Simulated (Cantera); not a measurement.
**Dilute partial oxidation**

An isothermal, constant-pressure homogeneous reactor starts with 1.73 % C₂H₄, 1.16 % O₂, 96.3 % N₂, 0.809 % H₂O, at 925 K and 1.00 bar.

Cantera simulation using GRI-Mech 3.0 (53 species, 325 reactions); the numbers are that mechanism's predictions, not measurements. GRI-Mech 3.0 was tuned for natural gas; its chemistry of ethylene as a main component is partial and can be far from experiment. Below about 1000 K GRI-Mech 3.0 lacks low-temperature oxidation paths.

```json
[
 {"t (s)": "2.00e-6", "x C₂H₄": "0.0173", "x O₂": "0.0116", "x CH₂": "<1e-12", "x CO": "<1e-12", "x N₂O": "<1e-12"},
 {"t (s)": "1.50e-5", "x C₂H₄": "0.0173", "x O₂": "0.0116", "x CH₂": "<1e-12", "x CO": "<1e-12", "x N₂O": "<1e-12"},
 {"t (s)": "0.000112", "x C₂H₄": "0.0173", "x O₂": "0.0116", "x CH₂": "<1e-12", "x CO": "<1e-12", "x N₂O": "<1e-12"},
 {"t (s)": "0.000843", "x C₂H₄": "0.0173", "x O₂": "0.0116", "x CH₂": "<1e-12", "x CO": "<1e-12", "x N₂O": "<1e-12"},
 {"t (s)": "0.00632", "x C₂H₄": "0.0173", "x O₂": "0.0116", "x CH₂": "<1e-12", "x CO": "<1e-12", "x N₂O": "<1e-12"},
 {"t (s)": "0.0474", "x C₂H₄": "0.0173", "x O₂": "0.0116", "x CH₂": "<1e-12", "x CO": "<1e-12", "x N₂O": "<1e-12"},
 {"t (s)": "0.356", "x C₂H₄": "0.0173", "x O₂": "0.0116", "x CH₂": "<1e-12", "x CO": "7.06e-12", "x N₂O": "<1e-12"},
 {"t (s)": "2.67", "x C₂H₄": "0.0173", "x O₂": "0.0116", "x CH₂": "<1e-12", "x CO": "5.41e-10", "x N₂O": "<1e-12"},
 {"t (s)": "20.0", "x C₂H₄": "0.00925", "x O₂": "1.71e-7", "x CH₂": "<1e-12", "x CO": "0.0116", "x N₂O": "4.01e-10"}
]
```
x: mole fraction; the columns are a selection and need not sum to one.

Equilibrium at this temperature and pressure: C₂H₄ 9.17e-8, O₂ <1e-12, CH₂ <1e-12, CO 0.0297, N₂O <1e-12 (gas phase only).
